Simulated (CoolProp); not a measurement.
The numbers come from the reference Helmholtz-energy equation of state, Thol 2018 in CoolProp.

### Question
For hydrogen chloride, give the phase and the speed of sound (m/s), Joule-Thomson coefficient (K/MPa) at 351.35 °C and 222 kPa; 351.35 °C and 1800 kPa.

### Answer
- 351.35 °C and 222 kPa: gas; speed of sound 445, Joule-Thomson coefficient 3.78
- 351.35 °C and 1800 kPa: gas; speed of sound 445, Joule-Thomson coefficient 3.66
